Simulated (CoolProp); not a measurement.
100 sccm (0 °C, 1 atm) of nitrogen bubbles through liquid hexamethyldisiloxane (MM) at 340.7 K and leaves saturated at a total pressure of 0.15 MPa (ideal gas phase). Each further row changes one setting.

Values from CoolProp's reference Helmholtz-energy equation of state, Thol 2016.

```tsv
case	vapour pressure (kPa)	mole fraction of vapour	delivery (mg/min)	delivery (sccm)	change of delivery for a bath 1 K warmer (%)
as stated	34.7	0.231	218	30.1	4.9
bath temperature 345.7 K	41.5	0.277	277	38.3	5.0
total pressure 0.3 MPa	34.7	0.116	94.8	13.1	4.2
```
